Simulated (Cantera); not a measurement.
A closed system holds: 1 mol CH3Cl, 0.73 mol H2, held at 752 °C and 0.0133 bar.

These are equilibrium values from Cantera (NASA tables, ideal gas, pure condensed phases), not measurements of a reactor. Candidate condensed phases: C, C6H6, C7H8, C8H18; 91 gas species. Equilibrium is a limit: real reactors are often held back by kinetics, nucleation or transport.

Base state: H2 0.633, HCl 0.366, CH4 0.000393 (mole fractions); condensed: C(graphite).

Problem. What changes in the equilibrium state with this change: CH3Cl replaced by CH2F2?

Solution. 
| species | before | after |
|---|---|---|
| HF | 0 | 0.733 |
| H2 | 0.633 | 0.267 |
| CH4 | 0.000393 | 7.00e-5 |
| HCl | 0.366 | 0 |
| C(graphite), mol | 0.999 | 1.000 |
